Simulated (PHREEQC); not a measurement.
Solution (35 °C): 9.6 mmol/kgw KH2PO4 and 3.5 mmol/kgw NaOH. Closed to the air; pH follows from the charge balance.

Model: ion-association model, phreeqc.dat, run in PHREEQC.

The ionic strength comes out as 0.0165 mol/kgw. What activity coefficients do KHPO4-, K+, H2PO4-, HPO4-2, Na+ get?

KHPO4- 0.88, K+ 0.87, H2PO4- 0.88, HPO4-2 0.60, Na+ 0.88.

Precipitation was switched off in this run.
